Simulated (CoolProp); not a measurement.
Benzene at several states: density (kg/m³) from the reference equation and from simpler models built on Tc = 562.0 K, pc = 4906 kPa, ω = 0.211; each cubic takes its own stable root.

The numbers come from the reference Helmholtz-energy equation of state, Thol 2012 in CoolProp.

```
T (K)  p (kPa)   phase  reference
-----  -------  ------  ---------
545.5     27.4     gas     0.4729
616.6      975     gas      15.65
325.2      772  liquid      845.1
```

**Question.** How far does each simpler model (van der Waals, Soave-Redlich-Kwong, Peng-Robinson) lie from the reference over these 3 states: mean and median of the absolute difference, and the worst?

**Answer.** 
- van der Waals: mean 13.1 %, median 0.2 %, worst -39.2 % at 325.2 K and 772 kPa
- Soave-Redlich-Kwong: mean 2.8 %, median 0.0 %, worst -8.4 % at 325.2 K and 772 kPa
- Peng-Robinson: mean 1.3 %, median 0.7 %, worst +3.3 % at 325.2 K and 772 kPa
